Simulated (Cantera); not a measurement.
Feed: 1 mol V, 0.12 mol N2, 16 mol H2, at 1973 K and 7.50 Torr.

Equilibrium computed with Cantera from the NASA thermochemical tables; the gas is ideal and each condensed phase is pure. Candidate condensed phases: V, VN; 11 gas species. Condensed phases not in the tables: V2N, N, O or C dissolved in the metal. Rates play no part.

Base state: H2 0.979, H 0.0134, N2 0.00739, V 0.000152 (mole fractions); condensed: V(s).

### Question
What changes in the equilibrium state with this change: temperature from 1973 K to 975 K?

### Answer
```
species       before    after
----------  --------  -------
H2             0.979     1.00
H             0.0134  1.14e-8
N2           0.00739    <1e-9
V           0.000152    <1e-9
V(s), mol      0.998    0.760
VN(s), mol         0    0.240
```
VN: taken at fixed stoichiometry.
